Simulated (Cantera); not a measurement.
A perfectly stirred reactor is fed with 1.28 % CH4, 0.335 % O2, 98.4 % N2, at 1.01 bar; it is held at 1423 K, and followed from long to short residence time.

Detailed kinetics in Cantera: GRI-Mech 3.0 (53 species, 325 reactions). GRI-Mech 3.0 stops at C3 and has no aromatics, soot or wall deposition, so with more carbon than oxygen in the feed, carbon stays in small species such as C2H2 where larger ones or solid carbon would form.

One state of this run: x CH4 = 0.00993; x O2 = 0.00198; x OH = 2.47e-8; x H2O2 = 2.94e-10; x H2O = 0.00166. x: mole fraction; the columns are a selection and need not sum to one.

**Question.** Which value of τ (s) does it belong to?
(A) 0.0019
(B) 0.20
(C) 4.5
(D) 0.0089

**Answer.** B, 0.20
